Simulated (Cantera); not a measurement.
A closed system holds: 1 mol CO, 0.29 mol O2, 3.1 mol N2, held at 1598.15 K and 7.50 Torr.

Cantera equilibrium calculation (NASA polynomials, part measured and part estimated; ideal gas, pure solids and liquids). Candidate condensed phases: C; 24 gas species. The numbers say what is thermodynamically allowed, not how fast it happens.

What is the equilibrium state?


```json
{
  "x(N2)": "0.756",
  "x(CO2)": "0.141",
  "x(CO)": "0.102",
  "x(NO)": "1.10e-6",
  "gas_amount": "4.100 mol",
  "log10 activity of C(graphite) (absent)": "-6.66"
}
```
